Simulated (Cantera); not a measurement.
Charge: 1 mol Si, 0.72 mol CO2, 92 mol N2, held at 0.000150 bar.

These are equilibrium values from Cantera (NASA tables, ideal gas, pure condensed phases), not measurements of a reactor. Candidate condensed phases: C, Si, SiC, SiO2, Si2N2O, Si3N4; 34 gas species. The numbers say what is thermodynamically allowed, not how fast it happens.

**Question.** Which condensed phases are stable at each of these points (T (°C)): 1450, 1500, 1550, 1600, 1650, 1700, 1750, 1800?

**Answer.** 
```csv
T (°C),condensed phases,Si condensed (%)
1450,SiC(s),5.4
1500,gas only,0.0
1550,gas only,0.0
1600,gas only,0.0
1650,gas only,0.0
1700,gas only,0.0
1750,gas only,0.0
1800,gas only,0.0
```

At 1450 °C the condensed part is SiC(s). From 1500 °C to 1800 °C nothing is condensed.
